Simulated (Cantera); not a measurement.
Charge: 1 mol B2H6, 1.5 mol H2O, 0.38 mol N2, at 32.0 mbar.

Equilibrium computed with Cantera from the NASA thermochemical tables; the gas is ideal and each condensed phase is pure. Candidate condensed phases: B, BN, B2O3, B3O3H3, H2O; 39 gas species. The feed counts by its element totals alone. N2 is the only nitrogen source here; it is nearly inert below about 1500 K, so the nitride shown seldom forms there in practice. Mutual solubility and eutectic melting of coexisting phases are not modelled. The tables' values for BH2 are old estimates; treat these amounts as uncertain. Rates play no part.

x: gas mole fraction; n: condensed amount in mol.

```json
[
 {"T (K)": "1323", "x H2": "0.996", "x HBO": "0.00224", "x B2O2": "6.49e-5", "x B2O3": "1.09e-5", "x N2": "7.98e-10", "x BO": "6.89e-7", "x HBO2": "3.55e-5", "n B(s)": "0.231", "n BN(s)": "0.760", "n B2O3(l)": "0.491"},
 {"T (K)": "1398", "x H2": "0.992", "x HBO": "0.00606", "x B2O2": "0.000372", "x B2O3": "7.16e-5", "x N2": "9.16e-9", "x BO": "4.91e-6", "x HBO2": "0.000119", "n B(s)": "0.224", "n BN(s)": "0.760", "n B2O3(l)": "0.484"},
 {"T (K)": "1473", "x H2": "0.981", "x HBO": "0.0147", "x B2O2": "0.00177", "x B2O3": "0.000386", "x N2": "8.17e-8", "x BO": "2.85e-5", "x HBO2": "0.000347", "n B(s)": "0.207", "n BN(s)": "0.760", "n B2O3(l)": "0.464"},
 {"T (K)": "1548", "x H2": "0.956", "x HBO": "0.0323", "x B2O2": "0.00718", "x B2O3": "0.00175", "x N2": "5.89e-7", "x BO": "0.000139", "x HBO2": "0.000901", "n B(s)": "0.164", "n BN(s)": "0.760", "n B2O3(l)": "0.412"},
 {"T (K)": "1623", "x H2": "0.899", "x HBO": "…", "x B2O2": "…", "x B2O3": "…", "x N2": "…", "x BO": "…", "x HBO2": "…", "n B(s)": "…", "n BN(s)": "0.760", "n B2O3(l)": "…"},
 {"T (K)": "1698", "x H2": "0.852", "x HBO": "0.0799", "x B2O2": "0.0348", "x B2O3": "0.0237", "x N2": "0.000222", "x BO": "0.00140", "x HBO2": "0.00682", "n B(s)": "0", "n BN(s)": "0.758", "n B2O3(l)": "0.104"},
 {"T (K)": "1773", "x H2": "0.820", "x HBO": "…", "x B2O2": "…", "x B2O3": "…", "x N2": "…", "x BO": "…", "x HBO2": "…", "n B(s)": "0", "n BN(s)": "0.725", "n B2O3(l)": "0"},
 {"T (K)": "1848", "x H2": "0.802", "x HBO": "0.103", "x B2O2": "0.0459", "x B2O3": "0.0237", "x N2": "0.00927", "x BO": "0.00575", "x HBO2": "0.00721", "n B(s)": "0", "n BN(s)": "0.663", "n B2O3(l)": "0"},
 {"T (K)": "1923", "x H2": "0.783", "x HBO": "0.116", "x B2O2": "0.0526", "x B2O3": "0.0138", "x N2": "0.0154", "x BO": "0.0108", "x HBO2": "0.00425", "n B(s)": "0", "n BN(s)": "0.596", "n B2O3(l)": "0"}
]
```

### Question
Some entries are withheld; supply them.

### Answer

- 1773, x HBO: 0.0893
- 1773, x B2O2: 0.0389
- 1773, x B2O3: 0.0333
- 1773, x N2: 0.00340
- 1773, x BO: 0.00288
- 1773, x HBO2: 0.0100
- 1623, x HBO: 0.0646
- 1623, x B2O2: 0.0255
- 1623, x B2O3: 0.00687
- 1623, x N2: 3.53e-6
- 1623, x BO: 0.000580
- 1623, x HBO2: 0.00209
- 1623, n B(s): 0.0518
- 1623, n B2O3(l): 0.269
